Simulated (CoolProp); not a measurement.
Cyclopropane along the isotherm 454 K: density (kg/m³) from the reference equation and from simpler models built on Tc = 398.7 K, pc = 5.605 MPa, ω = 0.131; each cubic takes its own stable root.

Computed with CoolProp (reference Helmholtz-energy equation of state, Polt 1992). This equation is an older, rougher fit; its heat capacities, sound speeds and derivatives of the liquid may be far off and weren't checked against measurements.

```tsv
p (MPa)	phase	reference
0.0266	gas	0.2969
0.0546	gas	0.6101
0.112	gas	1.254
0.23	gas	2.589
0.473	gas	5.380
0.971	gas	11.29
1.99	gas	24.27
4.09	gas	55.87
8.41	supercritical	162.1
```

Question: How far does each simpler model (ideal gas, van der Waals, Redlich-Kwong, Soave-Redlich-Kwong, Peng-Robinson) lie from the reference over these 9 states: mean and median of the absolute difference, and the worst?

Answer: 
- ideal gas: mean 8.6 %, median 2.0 %, worst -42.2 % at 454 K and 8.41 MPa
- van der Waals: mean 1.2 %, median 0.1 %, worst +9.2 % at 454 K and 8.41 MPa
- Redlich-Kwong: mean 0.1 %, median 0.0 %, worst +0.6 % at 454 K and 8.41 MPa
- Soave-Redlich-Kwong: mean 0.7 %, median 0.1 %, worst -4.8 % at 454 K and 8.41 MPa
- Peng-Robinson: mean 0.5 %, median 0.2 %, worst +1.8 % at 454 K and 4.09 MPa
